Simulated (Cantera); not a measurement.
Input (Python, Cantera) and output of one run.

```python
import numpy as np
import cantera as ct

gas_names = """
    Br Br2 Mg MgBr MgBr2 MgN MgO Mg2 N NO NO2 NO3 N2 N2O O O2 O3
""".split()
cond_names = """
    Br2(cr) Br2(L) Mg(cr) Mg(L) MgBr2(s) MgBr2(L) MgO(s) MgO(L)
""".split()


# ... load() reads the species with a 1 bar reference pressure and builds the phases ...
atoms = {
    'MgO': {'Mg': 1, 'O': 1},
    'Br2': {'Br': 2},
    'N2': {'N': 2},
}
top_T = {}  # K; cautious upper limits of use, not melting points


# ... equilibrate(T, P, feed) seeds the gas with the atoms and calls Mixture.equilibrate('TP', solver="vcs", rtol=1e-11, max_steps=5000) ...
results = []
feed = {'MgO': 1, 'Br2': 0.014, 'N2': 0.3}  # mol
T = 1175  # K
P = 940000  # Pa
mix = equilibrate(T, P, feed)
results.append((T, P, feed, dict(zip(mix.species_names, mix.species_moles))))
print(gas.report(threshold=1e-06))
for i in range(1, mix.n_phases):
    print(f"{mix.phase(i).name:16s} {mix.phase_moles(i):12.5e} mol")
```

Output:

```
       temperature   1175 K
          pressure   9.4e+05 Pa
           density   3.2572 kg/m^3
  mean mol. weight   33.852 kg/kmol
   phase of matter   gas

                          1 kg             1 kmol
                     ---------------   ---------------
          enthalpy        8.5861e+05        2.9066e+07  J
   internal energy        5.7002e+05        1.9297e+07  J
           entropy            6474.4        2.1917e+05  J/K
    Gibbs function       -6.7488e+06       -2.2846e+08  J
 heat capacity c_p            995.06             33685  J/K
 heat capacity c_v            749.45             25371  J/K

                      mass frac. Y      mole frac. X     chem. pot. / RT
                     ---------------   ---------------   ---------------
                Br         0.0053423         0.0022633           -15.019
               Br2           0.20478          0.043378           -30.037
             MgBr2        0.00013747        2.5276e-05           -80.115
                NO         1.185e-06        1.3369e-06           -29.609
                N2           0.78973           0.95432           -23.101
                O2        1.1313e-05        1.1969e-05           -36.117
     [  +11 minor]        1.2321e-09        9.3124e-10

Br2(L)            0.00000e+00 mol
Mg(L)             0.00000e+00 mol
MgBr2(L)          0.00000e+00 mol
MgO(s)            9.99992e-01 mol
```

Equilibrium computed with Cantera from the NASA thermochemical tables; the gas is ideal and each condensed phase is pure.
